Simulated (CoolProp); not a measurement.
R1234ze(Z) along the isobar 139 bar: fugacity coefficient from the reference equation and from simpler models built on Tc = 423.3 K, pc = 35.31 bar, ω = 0.327; each cubic takes its own stable root.

Model: reference Helmholtz-energy equation of state, Akasaka 2019, in CoolProp.

| T (K) | phase | reference |
|---|---|---|
| 335.9 | liquid | 0.05560 |
| 346.3 | liquid | 0.07018 |
| 356.7 | liquid | 0.08694 |
| 367.1 | liquid | 0.1059 |
| 377.6 | liquid | 0.1272 |
| 388 | liquid | 0.1503 |
| 398.4 | liquid | 0.1754 |
| 408.8 | liquid | 0.2021 |
| 419.2 | liquid | 0.2304 |
| 429.6 | supercritical | 0.2599 |
| 440 | supercritical | 0.2904 |

### Question
How far does each simpler model (van der Waals, Redlich-Kwong, Soave-Redlich-Kwong, Peng-Robinson) lie from the reference over these 11 states: mean and median of the absolute difference, and the worst?

### Answer
- van der Waals: mean 89.1 %, median 74.1 %, worst +201.4 % at 335.9 K and 139 bar
- Redlich-Kwong: mean 32.6 %, median 29.6 %, worst +63.3 % at 335.9 K and 139 bar
- Soave-Redlich-Kwong: mean 16.0 %, median 16.1 %, worst +16.3 % at 388 K and 139 bar
- Peng-Robinson: mean 6.5 %, median 6.5 %, worst +6.6 % at 398.4 K and 139 bar
